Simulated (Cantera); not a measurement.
Cantera run:

```python
import numpy as np
import cantera as ct

gas_names = """
    H HO2 H2 H2O H2O2 Li LiH LiO LiOH Li2 Li2O Li2O2 Li2O2H2 O OH O2 O3
""".split()
cond_names = """
    H2O(s) H2O(L) Li(cr) Li(L) LiH(s) LiH(L) LiOH(s) LiOH(L) Li2O(s) Li2O(L)
""".split()


# ... load() reads the species with a 1 bar reference pressure and builds the phases ...
atoms = {
    'LiOH': {'Li': 1, 'O': 1, 'H': 1},
    'H2': {'H': 2},
    'H2O': {'H': 2, 'O': 1},
}
top_T = {}  # K; cautious upper limits of use, not melting points


# ... equilibrate(T, P, feed) seeds the gas with the atoms and calls Mixture.equilibrate('TP', solver="vcs", rtol=1e-11, max_steps=5000) ...
results = []
feed = {'LiOH': 1, 'H2': 0.071, 'H2O': 0.53}  # mol
P = 4500  # Pa
for T in [1000, 1100, 1200, 1300, 1400, 1500, 1600, 1700, 1800, 1900, 2000, 2100]:
    mix = equilibrate(T, P, feed)
    results.append((T, P, feed, dict(zip(mix.species_names, mix.species_moles))))
    x = sorted(zip(gas.X, gas.species_names), reverse=True)
    print(f"T = {T:g} K  P = {P:g} Pa  gas = {mix.phase_moles(0):.4g} mol")
    print("   x: " + "  ".join(f"{s} {v:.3e}" for v, s in x if v > 1e-05))
    print("   condensed (mol): " + ("  ".join(f"{mix.phase(i).name} {mix.phase_moles(i):.4g}"
          for i in range(1, mix.n_phases) if mix.phase_moles(i) > 1e-12) or "none"))
```

Result:

```
T = 1000 K  P = 4500 Pa  gas = 1.101 mol
   x: H2O 9.354e-01  H2 6.448e-02  LiOH 9.841e-05  Li2O2H2 1.122e-05
   condensed (mol): Li2O(s) 0.4999
T = 1100 K  P = 4500 Pa  gas = 1.101 mol
   x: H2O 9.348e-01  H2 6.446e-02  LiOH 7.418e-04  Li2O2H2 4.231e-05
   condensed (mol): Li2O(s) 0.4995
T = 1200 K  P = 4500 Pa  gas = 1.103 mol
   x: H2O 9.317e-01  H2 6.436e-02  LiOH 3.867e-03  Li2O2H2 1.202e-04
   condensed (mol): Li2O(s) 0.4977
T = 1300 K  P = 4500 Pa  gas = 1.11 mol
   x: H2O 9.203e-01  H2 6.399e-02  LiOH 1.542e-02  Li2O2H2 2.833e-04
   condensed (mol): Li2O(s) 0.4911
T = 1400 K  P = 4500 Pa  gas = 1.129 mol
   x: H2O 8.871e-01  H2 6.287e-02  LiOH 4.938e-02  Li2O2H2 5.666e-04  Li 3.306e-05
   condensed (mol): Li2O(s) 0.4715
T = 1500 K  P = 4500 Pa  gas = 1.178 mol
   x: H2O 8.084e-01  LiOH 1.302e-01  H2 6.016e-02  Li2O2H2 9.583e-04  Li 2.124e-04  Li2O 4.556e-05  H 2.035e-05
   condensed (mol): Li2O(s) 0.422
T = 1600 K  P = 4500 Pa  gas = 1.285 mol
   x: H2O 6.586e-01  LiOH 2.839e-01  H2 5.467e-02  Li2O2H2 1.324e-03  Li 1.106e-03  Li2O 3.416e-04  H 5.992e-05  OH 2.827e-05
   condensed (mol): Li2O(s) 0.3147
T = 1700 K  P = 4500 Pa  gas = 1.485 mol
   x: LiOH 5.033e-01  H2O 4.428e-01  H2 4.527e-02  Li 4.976e-03  Li2O 1.990e-03  Li2O2H2 1.403e-03  H 1.478e-04  OH 7.469e-05  LiH 1.153e-05
   condensed (mol): Li2O(s) 0.1174
T = 1800 K  P = 4500 Pa  gas = 1.61 mol
   x: LiOH 5.987e-01  H2O 3.455e-01  H2 3.797e-02  Li 1.212e-02  Li2O 4.377e-03  Li2O2H2 7.566e-04  H 3.289e-04  OH 1.976e-04  LiH 2.379e-05  LiO 1.984e-05
   condensed (mol): none
T = 1900 K  P = 4500 Pa  gas = 1.617 mol
   x: LiOH 5.895e-01  H2O 3.507e-01  H2 3.471e-02  Li 1.848e-02  Li2O 4.964e-03  H 6.969e-04  OH 5.784e-04  Li2O2H2 3.100e-04  LiO 6.196e-05  O2 3.849e-05  LiH 3.234e-05
   condensed (mol): none
T = 2000 K  P = 4500 Pa  gas = 1.625 mol
   x: LiOH 5.775e-01  H2O 3.559e-01  H2 3.116e-02  Li 2.640e-02  Li2O 5.470e-03  OH 1.544e-03  H 1.353e-03  O2 2.413e-04  LiO 1.736e-04  Li2O2H2 1.374e-04  O 4.900e-05  LiH 4.113e-05
   condensed (mol): none
T = 2100 K  P = 4500 Pa  gas = 1.639 mol
   x: LiOH 5.615e-01  H2O 3.594e-01  Li 3.643e-02  H2 2.860e-02  Li2O 5.877e-03  OH 3.716e-03  H 2.484e-03  O2 1.233e-03  LiO 4.340e-04  O 2.301e-04  Li2O2H2 6.463e-05  LiH 5.140e-05
   condensed (mol): none
```

These are equilibrium values from Cantera (NASA tables, ideal gas, pure condensed phases), not measurements of a reactor.
